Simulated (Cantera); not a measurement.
A perfectly stirred reactor is fed with 2.44 % C₂H₆, 97.6 % N₂, at 0.950 bar; it is held at 1500 K, and followed from long to short residence time.

Computed with Cantera and GRI-Mech 3.0 (53 species, 325 reactions). GRI-Mech 3.0 stops at C3 and has no aromatics, soot or wall deposition, so with more carbon than oxygen in the feed, carbon stays in small species such as C2H2 where larger ones or solid carbon would form.

Q: Predict: x(C₂H₆) at τ = 9.40 s; x(CH₂) at τ = 9.40 s; x(C₂H) at τ = 9.40 s; x(H₂) at τ = 9.40 s; x(CH₃) at τ = 9.40 s; x(C₂H₆) at τ = 94.0 ms; x(CH₂) at τ = 94.0 ms; x(C₂H) at τ = 94.0 ms; x(H₂) at τ = 94.0 ms; x(CH₃) at τ = 94.0 ms.

A: x(C₂H₆) at τ = 9.40 s: 5.32e-6
x(CH₂) at τ = 9.40 s: 1.19e-9
x(C₂H) at τ = 9.40 s: 4.37e-9
x(H₂) at τ = 9.40 s: 0.0382
x(CH₃) at τ = 9.40 s: 1.28e-5
x(C₂H₆) at τ = 94.0 ms: 0.000174
x(CH₂) at τ = 94.0 ms: 2.29e-8
x(C₂H) at τ = 94.0 ms: 1.58e-8
x(H₂) at τ = 94.0 ms: 0.0348
x(CH₃) at τ = 94.0 ms: 6.54e-5
